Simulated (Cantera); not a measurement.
A closed system holds: 1 mol CH₃SiH₃, 0.41 mol C₂H₂, 1300 mol H₂, at 1548 K and 11.0 mbar.

Method: chemical equilibrium by Gibbs-energy minimisation in Cantera with the NASA 1993 tables (ideal gas, pure condensed phases). Candidate condensed phases: C, C₆H₆, C₇H₈, C₈H₁₈, Si, SiC; 87 gas species. The feed counts by its element totals alone. Kinetics and transport are ignored.

Base state: H₂ 1.000, H 0.000294, CH₄ 2.26e-5, C₂H₂ (acetylene) 1.57e-5 (mole fractions); condensed: C(graphite) + SiC(s).

Problem. What changes in the equilibrium state with this change: temperature from 1548 K to 975 K?

Solution. 
```
species             before     after
----------------  --------  --------
H₂                   1.000     0.999
CH₄                2.26e-5  0.000630
H                 0.000294   1.09e-8
C₂H₂ (acetylene)   1.57e-5     <1e-9
C(graphite), mol     0.750         0
SiC(s), mol          1.000      1.00
```

Problem. What changes in the equilibrium state with this change: pressure from 11.0 mbar to 0.170 bar?

Solution. 
| species | before | after |
|---|---|---|
| H₂ | 1.000 | 1.000 |
| CH₄ | 2.26e-5 | 0.000348 |
| H | 0.000294 | 7.47e-5 |
| C₂H₂ (acetylene) | 1.57e-5 | 1.57e-5 |
| C(graphite), mol | 0.750 | 0.323 |
| SiC(s), mol | 1.000 | 1.000 |

Problem. What changes in the equilibrium state with this change: temperature from 1548 K to 925 K?

Solution. 
```tsv
species	before	after
H₂	1.000	0.999
CH₄	2.26e-5	0.000630
H	0.000294	2.48e-9
C₂H₂ (acetylene)	1.57e-5	<1e-9
C(graphite), mol	0.750	0
SiC(s), mol	1.000	1.00
```
